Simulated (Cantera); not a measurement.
A closed system holds: 1 mol B2H6, 1 mol O2, 150 mol H2, equilibrated at 1600 K and 0.100 bar.

These are equilibrium values from Cantera (NASA tables, ideal gas, pure condensed phases), not measurements of a reactor. Candidate condensed phases: B, B2O3, B3O3H3, H2O; 23 gas species. The feed counts by its element totals alone. The tables' values for BH2 are old estimates; treat these amounts as uncertain. Equilibrium is a limit: real reactors are often held back by kinetics, nucleation or transport.

Base state: H2 0.988, HBO 0.0109, B2O2 0.000690, H 0.000171, HBO2 0.000118, B3O3H3 9.07e-5, B2O3 6.34e-5, BO 4.26e-5 (mole fractions); condensed: B(s).

What changes in the equilibrium state with this change: temperature from 1600 K to 1398 K?


| species | before | after |
|---|---|---|
| H2 | 0.988 | 0.994 |
| HBO | 0.0109 | 0.00343 |
| B3O3H3 | 9.07e-5 | 0.00219 |
| BO | 4.26e-5 | 1.57e-6 |
| H | 0.000171 | 1.49e-5 |
| BH2 | 2.57e-5 | 3.16e-6 |
| B2O2 | 0.000690 | 0.000119 |
| B2O3 | 6.34e-5 | 2.29e-5 |
| B(s), mol | 0.0251 | 0.148 |
| B2O3(l), mol | 0 | 0.134 |
Mutual solubility and eutectic melting of coexisting phases are not modelled.
